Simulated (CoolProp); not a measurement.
Vapour-liquid equilibrium of propane (1) + isopentane (2) at 0.00506 MPa; x and y are mole fractions of (1).

Values from CoolProp's multi-fluid Helmholtz-energy mixture model, Lemmon 2009 and Lemmon 2006; pair parameters Kunz 2012.

Question: Give the bubble temperature and the first vapour's composition at x = 0.05, 0.35, 0.95. Is there an azeotrope?

Answer: x = 0.05: -57.2 °C, y = 0.750; x = 0.35: -81.6 °C, y = 0.977; x = 0.95: -92.5 °C, y = 0.999. No azeotrope shows between x = 0.05 and 0.95.

The pair parameters rest on a limited set of measurements; away from them the model extrapolates.
